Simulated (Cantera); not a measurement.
Standard-state values (1 bar) from the NASA 1993 polynomials, evaluated with Cantera. Values are per mole of reaction as written; species without (g) are pure solids or liquids, kept so even where they would boil at 1 bar.

Task: Between 2623 and 2848 K, where is each reaction favourable under standard conditions?
- 4 NO(g) + Ta ⇌ TaO₂(g) + 2 N₂O(g)

Result: 
- 4 NO(g) + Ta ⇌ TaO₂(g) + 2 N₂O(g): ΔG° is 43 kJ at 2623 K and 82 kJ at 2848 K; it stays positive (K < 1). ΔH° is -403 kJ and ΔS° -170 J/K at 2848 K.
